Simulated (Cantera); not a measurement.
A perfectly stirred reactor is fed with 2.43 % CH4, 0.0779 % C2H6, 1.73 % C3H8, 17.9 % O2, 67.2 % N2, 10.7 % H2O, at 750 Torr; it is adiabatic with a 625 K inlet, and is followed from long to short residence time, starting on the burning branch (τ in s: 0.31, 0.15, 0.071, 0.034, 0.016, 0.0079, 0.0038, 0.0018, 0.00088, 0.00043, 0.0002, 9.9e-05).

Model: GRI-Mech 3.0 (53 species, 325 reactions), integrated in Cantera. GRI-Mech 3.0 was tuned for natural gas; its chemistry of propane as a main component is partial and can be far from experiment.

One state of this run: T (K) = 1971; x CH4 = 1.74e-5; x C2H6 = 1.29e-7; x C3H8 = 2.65e-6; x H2O = 0.216; x CH3 = 1.02e-5. x: mole fraction; the columns are a selection and need not sum to one.

### Question
Which value of τ (s) does it belong to?
A. 0.071
B. 0.0038
C. 0.00043
D. 0.016

### Answer
B, 0.0038
